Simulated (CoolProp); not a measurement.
A single-stage vapour-compression cycle with ethane: evaporating at 201.15 K (dew point), condensing at 266.15 K (bubble point), superheat 5 K, subcooling 2 K, compressor efficiency 0.6, no pressure losses. Each further row changes one setting.

Computed with CoolProp (reference Helmholtz-energy equation of state, Bücker 2006).

| case | cooling COP | pressure ratio | discharge temperature (K) | refrigerating effect (kJ/kg) | volumetric capacity (kJ/m³) |
|---|---|---|---|---|---|
| as stated | [?] | 8.77 | 355.6 | 297 | 1260 |
| evaporating temperature 206.15 K | [?] | [?] | 346.4 | 302 | [?] |
| condensing temperature 261.15 K | [?] | 7.71 | 346.4 | 313 | 1330 |
| subcooling 7 K | 1.35 | 8.77 | 355.6 | 313 | 1330 |
| superheat 15 K | 1.27 | 8.77 | 368.6 | [?] | 1260 |
| compressor efficiency 0.5 | 1.07 | 8.77 | 376.8 | 297 | 1260 |

Task: What belongs in the gaps?

Result: 
- as stated, cooling COP: 1.28
- evaporating temperature 206.15 K, cooling COP: 1.46
- evaporating temperature 206.15 K, pressure ratio: 7.06
- evaporating temperature 206.15 K, volumetric capacity (kJ/m³): 1570
- condensing temperature 261.15 K, cooling COP: 1.45
- superheat 15 K, refrigerating effect (kJ/kg): 312
